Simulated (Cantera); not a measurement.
Input: 1 mol Nb, 18 mol N₂O, 61 mol N₂, equilibrated at 2250 K and 13300 Pa.

Equilibrium computed with Cantera from the NASA thermochemical tables; the gas is ideal and each condensed phase is pure. Candidate condensed phases: Nb, NbO, NbO₂, Nb₂O₅; 12 gas species. Condensed phases not in the tables: the oxides between NbO₂ and Nb₂O₅. Equilibrium is a limit: real reactors are often held back by kinetics, nucleation or transport.

Base state: N₂ 0.905, O₂ 0.0830, NO 0.00950, O 0.00291, NbO₂ 5.36e-5 (mole fractions); condensed: Nb₂O₅(l).

What changes in the equilibrium state with this change: N₂O from 18 to 6.1 mol?


```csv
species,before,after
N₂,0.905,0.970
O₂,0.0830,0.0228
NO,0.00950,0.00516
NbO₂,5.36e-5,7.41e-5
O,0.00291,0.00153
"Nb₂O₅(l), mol",0.498,0.497
```
